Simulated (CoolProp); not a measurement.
Values from CoolProp's reference Helmholtz-energy equation of state, Thol 2019.

For n-hexane, give the phase and the density (kg/m³), isothermal compressibility (1/MPa), conductivity (mW/(m K)), Prandtl number at 389.2 K and 95.3 bar; 480.7 K and 2.05 bar; 432.2 K and 4.64 bar.


- 389.2 K and 95.3 bar: liquid; density 584, isothermal compressibility 0.00332, conductivity 103, Prandtl number 4.08
- 480.7 K and 2.05 bar: gas; density 4.55, isothermal compressibility 5.03, conductivity 33.0, Prandtl number 0.760
- 432.2 K and 4.64 bar: gas; density 12.4, isothermal compressibility 2.42, conductivity 27.0, Prandtl number 0.812

Viscosity comes from a separate model (Michailidou 2013). Thermal conductivity comes from a separate model (Assael 2013).
